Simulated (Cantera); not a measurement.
An adiabatic, constant-volume homogeneous reactor starts with 17.0 % CH4, 0.679 % C2H6, 17.3 % O2, 65.0 % N2, equivalence ratio 2.1, at 1200 K and 16.8 atm.

Model: GRI-Mech 3.0 (53 species, 325 reactions), integrated in Cantera. The pressure lies above the range GRI-Mech 3.0 was tuned for (to about 10 atm).

Q: Predict: time of steepest temperature rise; temperature at 5.00 s; equilibrium temperature; x(CH4) at 5.00 s; x(O2) at 5.00 s; x(CO2) at 5.00 s; x(HCO) at 5.00 s.

A: 
| Item | Value |
|---|---|
| time of steepest temperature rise | 1.29 ms |
| temperature at 5.00 s | 2556 K |
| equilibrium temperature | 2556 K |
| x(CH4) at 5.00 s | 3.16e-8 (gas-phase equilibrium 3.51e-8) |
| x(O2) at 5.00 s | 6.50e-7 (gas-phase equilibrium 6.50e-7) |
| x(CO2) at 5.00 s | 0.0148 (gas-phase equilibrium 0.0148) |
| x(HCO) at 5.00 s | 1.63e-6 (gas-phase equilibrium 1.63e-6) |
